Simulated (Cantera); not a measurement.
A closed system holds: 1 mol SiCl₄, 4.6 mol H₂, 1.3 mol Cl₂, at 1123.15 K and 100 Torr.

Cantera equilibrium calculation (NASA polynomials, part measured and part estimated; ideal gas, pure solids and liquids). Candidate condensed phases: Si; 19 gas species. The tables' values for SiCl₃ are old estimates; treat these amounts as uncertain. Rates play no part.

Problem. What is the equilibrium state?

Solution. 
- x(H₂) = 0.475
- x(HCl) = 0.381
- x(SiCl₄) = 0.141
- x(SiHCl₃) = 0.00302
- x(SiCl₃) = 0.000852
- x(SiCl₂) = 6.39e-5
- x(SiH₂Cl₂) = 7.90e-6
- gas amount = 6.903 mol
- log10 activity of Si(s) (absent) = -4.00
